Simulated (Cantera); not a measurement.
An isothermal, constant-pressure homogeneous reactor starts with CH4 : H2 : N2 = 0.045 : 1 : 0.0018 (molar parts), at 2323 K and 75.0 Torr.

Model: GRI-Mech 3.0 (53 species, 325 reactions), integrated in Cantera. GRI-Mech 3.0 stops at C3 and has no aromatics, soot or wall deposition, so with more carbon than oxygen in the feed, carbon stays in small species such as C2H2 where larger ones or solid carbon would form.

x: mole fraction; the columns are a selection and need not sum to one.

| t (s) | x CH4 | x H2 | x C2H | x CH2 | x C2H6 | x H | x C2H2 |
|---|---|---|---|---|---|---|---|
| 4.00e-6 | 0.0427 | 0.955 | <1e-12 | 5.39e-8 | 6.98e-9 | 0.000271 | 3.21e-10 |
| 1.87e-5 | 0.0419 | 0.954 | 1.87e-11 | … | … | … | … |
| 8.75e-5 | 0.0377 | 0.950 | 4.99e-8 | 2.93e-5 | 4.87e-6 | 0.00587 | 0.000170 |
| 0.000409 | 0.0192 | 0.949 | 6.33e-6 | 9.42e-5 | 4.36e-6 | 0.0156 | 0.00809 |
| 0.00191 | 0.00265 | 0.954 | 2.02e-5 | 3.52e-5 | 1.17e-7 | 0.0219 | 0.0185 |
| 0.00894 | 0.000238 | 0.949 | 2.91e-5 | 6.10e-6 | 1.21e-9 | 0.0288 | 0.0201 |
| 0.0418 | … | 0.945 | 3.40e-5 | … | 5.14e-11 | 0.0333 | 0.0202 |
| 0.196 | 3.79e-5 | 0.944 | 3.44e-5 | 1.37e-6 | 3.98e-11 | 0.0337 | 0.0202 |
| 0.915 | 3.79e-5 | 0.944 | 3.44e-5 | 1.36e-6 | 3.98e-11 | 0.0337 | 0.0202 |
| 4.28 | 3.79e-5 | 0.944 | 3.44e-5 | 1.36e-6 | 3.97e-11 | 0.0337 | 0.0202 |
| 20.0 | 3.78e-5 | 0.944 | 3.42e-5 | 1.36e-6 | 3.96e-11 | 0.0337 | 0.0201 |

Question: What belongs in the gaps?

Answer: 
- 1.87e-5, x CH2: 1.67e-6
- 1.87e-5, x C2H6: 3.72e-7
- 1.87e-5, x H: 0.00129
- 1.87e-5, x C2H2: 2.94e-7
- 0.0418, x CH4: 4.39e-5
- 0.0418, x CH2: 1.54e-6
